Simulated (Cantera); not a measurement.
A perfectly stirred reactor is fed with 14.3 % CH3OH, 17.9 % O2, 67.3 % N2, 0.458 % H2O, equivalence ratio 1.2, at 1.01 bar; it is adiabatic with a 598 K inlet, and is followed from long to short residence time, starting on the burning branch (τ in s: 0.22, 0.065, 0.019, 0.0058, 0.0017, 0.00052, 0.00016, 4.6e-05, 1.4e-05).

Detailed kinetics in Cantera: GRI-Mech 3.0 (53 species, 325 reactions). GRI-Mech 3.0 was tuned for natural gas; its chemistry of methanol as a main component is partial and can be far from experiment.

One state of this run: T (K) = 1998; x CH3OH = 0.000114; x O2 = 0.0142; x NO = 4.85e-5; x OH = 0.00976; x HCO = 2.21e-5; x CH4 = 1.33e-5. x: mole fraction; the columns are a selection and need not sum to one.

Problem. Which value of τ (s) does it belong to?
A) 0.0017
B) 0.00016
C) 0.0058
D) 0.22

Solution. B, 0.00016
